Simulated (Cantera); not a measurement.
An adiabatic, constant-volume homogeneous reactor starts with H2 : O2 : N2 : H2O = 1 : 0.746 : 2.81 : 0.41 (molar parts), at 1525 K and 2.60 bar. Integrator tolerance rtol = 1e-08.

Detailed kinetics in Cantera: GRI-Mech 3.0 (53 species, 325 reactions). The hydrogen kinetics of GRI-Mech 3.0 are dated; newer H2 mechanisms differ, most at raised pressure.

Task: What does this change do: pressure from 2.60 bar to 1.00 bar?

Result: 
```csv
quantity,before,after
time of steepest temperature rise,5.38 µs,13.7 µs
temperature at 0.100 s,2806 K,2743 K
equilibrium temperature,2806 K,2743 K
x(H2) at 0.100 s,0.0141 (gas-phase equilibrium 0.0141),0.0173 (gas-phase equilibrium 0.0173)
x(O2) at 0.100 s,0.0451 (gas-phase equilibrium 0.0451),0.0462 (gas-phase equilibrium 0.0462)
x(H2O) at 0.100 s,0.279 (gas-phase equilibrium 0.279),0.273 (gas-phase equilibrium 0.273)
x(HO2) at 0.100 s,2.22e-5 (gas-phase equilibrium 2.22e-5),1.53e-5 (gas-phase equilibrium 1.53e-5)
x(NO2) at 0.100 s,9.85e-6 (gas-phase equilibrium 9.85e-6),5.97e-6 (gas-phase equilibrium 5.97e-6)
```

Task: What does this change do: pressure from 2.60 bar to 29.0 bar?

Result: 
| quantity | before | after |
|---|---|---|
| time of steepest temperature rise | 5.38 µs | 1.67 µs |
| temperature at 0.100 s | 2806 K | 2935 K |
| equilibrium temperature | 2806 K | 2935 K |
| x(H2) at 0.100 s | 0.0141 (gas-phase equilibrium 0.0141) | 0.00717 (gas-phase equilibrium 0.00717) |
| x(O2) at 0.100 s | 0.0451 (gas-phase equilibrium 0.0451) | 0.0432 (gas-phase equilibrium 0.0432) |
| x(H2O) at 0.100 s | 0.279 (gas-phase equilibrium 0.279) | 0.294 (gas-phase equilibrium 0.294) |
| x(HO2) at 0.100 s | 2.22e-5 (gas-phase equilibrium 2.22e-5) | 5.25e-5 (gas-phase equilibrium 5.25e-5) |
| x(NO2) at 0.100 s | 9.85e-6 (gas-phase equilibrium 9.85e-6) | 3.46e-5 (gas-phase equilibrium 3.46e-5) |
The pressure lies above the range GRI-Mech 3.0 was tuned for (to about 10 atm).
